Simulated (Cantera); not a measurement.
An adiabatic, constant-pressure homogeneous reactor starts with CH4 : O2 : N2 = 1 : 1.82 : 6.73 (molar parts), equivalence ratio 1.1, at 1275 K and 0.360 bar.

Model: GRI-Mech 3.0 (53 species, 325 reactions), integrated in Cantera.

Problem. Predict: time of steepest temperature rise; temperature at 10.0 s; equilibrium temperature; x(O2) at 10.0 s; x(CO) at 10.0 s; x(HCO) at 10.0 s; x(H2O2) at 10.0 s.

Solution. 
```json
{
 "time_of_steepest_temperature_rise": "36.9 ms",
 "temperature at 10.0 s": "2607 K",
 "equilibrium_temperature": "2607 K",
 "x(O2) at 10.0 s": "0.0120 (gas-phase equilibrium 0.0120)",
 "x(CO) at 10.0 s": "0.0490 (gas-phase equilibrium 0.0490)",
 "x(HCO) at 10.0 s": "2.22e-8 (gas-phase equilibrium 2.22e-8)",
 "x(H2O2) at 10.0 s": "9.34e-8 (gas-phase equilibrium 9.34e-8)"
}
```
